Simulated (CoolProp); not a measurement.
Properties of hydrogen chloride along the isotherm 3.45 °C (Tc = 51.5 °C, pc = 83.14 bar, ω = 0.130).

Model: reference Helmholtz-energy equation of state, Thol 2018, in CoolProp.

```json
[
 {"p (bar)": "83.1", "phase": "liquid", "Z": "0.1399", "cp (kJ/(kg K))": "?", "isothermal compressibility (1/MPa)": "0.004749", "expansivity (1/kK)": "4.045"},
 {"p (bar)": "166", "phase": "liquid", "Z": "0.2703", "cp (kJ/(kg K))": "1.779", "isothermal compressibility (1/MPa)": "0.003456", "expansivity (1/kK)": "3.273"},
 {"p (bar)": "249", "phase": "liquid", "Z": "0.3952", "cp (kJ/(kg K))": "1.698", "isothermal compressibility (1/MPa)": "0.002754", "expansivity (1/kK)": "2.821"},
 {"p (bar)": "333", "phase": "liquid", "Z": "0.5175", "cp (kJ/(kg K))": "?", "isothermal compressibility (1/MPa)": "0.002301", "expansivity (1/kK)": "2.512"},
 {"p (bar)": "416", "phase": "liquid", "Z": "0.6351", "cp (kJ/(kg K))": "1.604", "isothermal compressibility (1/MPa)": "0.001988", "expansivity (1/kK)": "2.288"},
 {"p (bar)": "499", "phase": "liquid", "Z": "0.7501", "cp (kJ/(kg K))": "1.573", "isothermal compressibility (1/MPa)": "?", "expansivity (1/kK)": "2.113"},
 {"p (bar)": "582", "phase": "liquid", "Z": "0.8629", "cp (kJ/(kg K))": "1.549", "isothermal compressibility (1/MPa)": "0.001574", "expansivity (1/kK)": "?"},
 {"p (bar)": "665", "phase": "liquid", "Z": "0.9737", "cp (kJ/(kg K))": "1.529", "isothermal compressibility (1/MPa)": "?", "expansivity (1/kK)": "1.857"},
 {"p (bar)": "748", "phase": "liquid", "Z": "1.083", "cp (kJ/(kg K))": "1.512", "isothermal compressibility (1/MPa)": "0.001310", "expansivity (1/kK)": "1.758"},
 {"p (bar)": "831", "phase": "liquid", "Z": "1.191", "cp (kJ/(kg K))": "1.498", "isothermal compressibility (1/MPa)": "0.001211", "expansivity (1/kK)": "1.674"}
]
```

Q: Some entries are withheld; supply them.

A: 
- 83.1, cp (kJ/(kg K)): 1.914
- 333, cp (kJ/(kg K)): 1.643
- 499, isothermal compressibility (1/MPa): 0.001755
- 582, expansivity (1/kK): 1.973
- 665, isothermal compressibility (1/MPa): 0.001429
